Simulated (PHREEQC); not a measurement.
Metal-bearing waste water: speciation

Dissolve 0.0039 mol ZnSO4, 0.00034 mol NiCl2 and 1 mol HCl per kg of water at 70 °C. Closed to the air; pH follows from the charge balance.

Equilibrium calculation in PHREEQC: ion-association model, wateq4f.dat.

Each row changes one thing in this solution. Precipitation was switched off in this run.

```csv
case,pH,HSO4- (mol/kgw),ZnCl+ (mol/kgw),ZnCl3- (mol/kgw),Zn+2 (mol/kgw),ZnCl2 (mol/kgw),SI of Morenosite (NiSO4:7H2O),SI of Goslarite (ZnSO4:7H2O)
as made,0.14,0.00382,0.00125,0.000705,0.000463,0.000401,-7.32,-7.51
temperature from 70 to 50 °C,0.14,(withheld),0.00123,0.000616,0.000864,0.000384,-6.97,-6.86
temperature from 70 to 45 °C,0.13,0.00376,0.00120,0.000583,0.00101,0.000373,-6.89,-6.70
0.048 mol/kgw H3BO3 added,0.14,0.00382,0.00125,0.000705,0.000463,0.000401,-7.32,-7.52
diluted 100-fold with water,2.04,2.57e-5,3.48e-6,4.80e-10,3.54e-5,(withheld),-8.67,-8.07
temperature from 70 to 75 °C,0.14,0.00383,0.00125,0.000718,(withheld),0.000400,-7.41,-7.68
diluted 2-fold with water,0.43,0.00189,0.000931,0.000154,(withheld),0.000197,-7.47,-7.27
diluted 5-fold with water,0.81,(withheld),0.000342,1.13e-5,0.000385,3.85e-5,-7.69,-7.27
```

Q: Complete the blanks.

A: 
- temperature from 70 to 50 °C, HSO4- (mol/kgw): 0.00378
- diluted 100-fold with water, ZnCl2 (mol/kgw): 3.38e-8
- temperature from 70 to 75 °C, Zn+2 (mol/kgw): 0.000398
- diluted 2-fold with water, Zn+2 (mol/kgw): 0.000561
- diluted 5-fold with water, HSO4- (mol/kgw): 0.000737

The ionic strength passes 0.7 mol/kgw, the rough limit of the ion-association models, in as made; temperature from 70 to 50 °C; temperature from 70 to 45 °C; 0.048 mol/kgw H3BO3 added; temperature from 70 to 75 °C. Species that the database lacks are ignored. Away from 25 °C the constants follow the database's enthalpies or fits; those with neither stay at their 25 °C values.
